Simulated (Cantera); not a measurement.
Input: 1 mol PbO, 0.063 mol O2, 0.39 mol N2, at 1102 °C and 10.0 mbar.

Cantera equilibrium calculation (NASA polynomials, part measured and part estimated; ideal gas, pure solids and liquids). Candidate condensed phases: Pb, PbO, PbO2, Pb3O4; 12 gas species. Gases not in the tables: (PbO)n polymers. The numbers say what is thermodynamically allowed, not how fast it happens.

Base state: N2 0.717, PbO 0.154, O2 0.120, Pb 0.00872, NO 0.000453 (mole fractions); condensed: PbO(l).

**Question.** What changes in the equilibrium state with this change: O2 from 0.063 to 0.017 mol?

**Answer.** 
```json
[
 {"species": "N2", "before": "0.717", "after": "0.790"},
 {"species": "PbO", "before": "0.154", "after": "0.154"},
 {"species": "O2", "before": "0.120", "after": "0.0417"},
 {"species": "Pb", "before": "0.00872", "after": "0.0148"},
 {"species": "NO", "before": "0.000453", "after": "0.000280"},
 {"species": "PbO(l), mol", "before": "0.912", "after": "0.917"}
]
```

**Question.** What changes in the equilibrium state with this change: pressure from 10.0 mbar to 1 atm?

**Answer.** 
```
species        before     after
-----------  --------  --------
N2              0.717     0.859
O2              0.120     0.139
PbO             0.154   0.00152
Pb            0.00872   7.96e-6
NO           0.000453  0.000533
PbO(l), mol     0.912     0.999
```

**Question.** What changes in the equilibrium state with this change: temperature from 1102 °C to 1027 °C?

**Answer.** 
```json
[
 {"species": "N2", "before": "0.717", "after": "0.820"},
 {"species": "O2", "before": "0.120", "after": "0.133"},
 {"species": "PbO", "before": "0.154", "after": "0.0451"},
 {"species": "Pb", "before": "0.00872", "after": "0.00129"},
 {"species": "NO", "before": "0.000453", "after": "0.000321"},
 {"species": "PbO(l), mol", "before": "0.912", "after": "0.978"}
]
```
